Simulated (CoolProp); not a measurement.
Vapour-liquid equilibrium of R134a (1) + R123 (2) at 0.00387 MPa; x and y are mole fractions of (1).

Computed with CoolProp (multi-fluid Helmholtz-energy mixture model, Tillner-Roth 1994 and Younglove 1994; pair parameters Bell 2016).

Task: Give the bubble temperature and the first vapour's composition at x = 0.05, 0.55, 0.75. Is there an azeotrope?

Result: x = 0.05: -50.4 °C, y = 0.576; x = 0.55: -74.6 °C, y = 0.970; x = 0.75: -76.8 °C, y = 0.983. No azeotrope shows between x = 0.05 and 0.95.

Pair parameters are fitted to limited data, so mixtures are less certain than the pure fluids.
